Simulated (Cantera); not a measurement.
An isothermal, constant-pressure homogeneous reactor starts with 1.63 % CO, 1.92 % O2, 0.632 % H2O, 95.8 % N2, equivalence ratio 0.43, at 1125 K and 128 Torr.

Detailed kinetics in Cantera: GRI-Mech 3.0 (53 species, 325 reactions).

One state of this run: x CO = 0.00318; x O2 = 0.0126; x H2O = 0.00581; x HO2 = 9.03e-7; x H2 = 0.000181; x NO = 7.38e-7. x: mole fraction; the columns are a selection and need not sum to one.

Q: Which value of t (s) does it belong to?
A. 0.000285
B. 0.0534
C. 0.00658
D. 0.0187

A: B, 0.0534
